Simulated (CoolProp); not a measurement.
Normal hydrogen at 298.15 K and 1.18 MPa is throttled through a valve to 0.647 MPa with no heat exchange. Each further row changes one setting.

Model: reference Helmholtz-energy equation of state, Leachman 2009, in CoolProp.

```json
[
 {"case": "as stated", "temperature change (K)": "+0.2", "final density (kg/m³)": "0.524"},
 {"case": "outlet pressure 0.194 MPa", "temperature change (K)": "+0.3", "final density (kg/m³)": "0.157"},
 {"case": "outlet pressure 0.841 MPa", "temperature change (K)": "+0.1", "final density (kg/m³)": "0.680"}
]
```
